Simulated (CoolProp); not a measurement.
The fluid at 298.15 K and 1.74 MPa is throttled through a valve to 0.124 MPa with no heat exchange. The same conditions are run with several fluids, on thermodynamics alone (safety and materials aside).

Computed with CoolProp (reference Helmholtz-energy equation of state of each fluid (nitrous oxide: Lemmon 2006; carbon dioxide: Span 1996; hydrogen chloride: Thol 2018; CH3F (R41): Lemmon 2006; methane: Setzmann 1991)).

| fluid | temperature change (K) | final density (kg/m³) |
|---|---|---|
| nitrous oxide | ? | 2.37 |
| carbon dioxide | ? | 2.37 |
| hydrogen chloride | -27.9 | ? |
| CH3F (R41) | ? | ? |
| methane | ? | 0.824 |

Q: What belongs in the gaps?

A: 
- nitrous oxide, temperature change (K): -19.4
- carbon dioxide, temperature change (K): -19.3
- hydrogen chloride, final density (kg/m³): 2.03
- CH3F (R41), temperature change (K): -33.4
- CH3F (R41), final density (kg/m³): 1.95
- methane, temperature change (K): -7.2
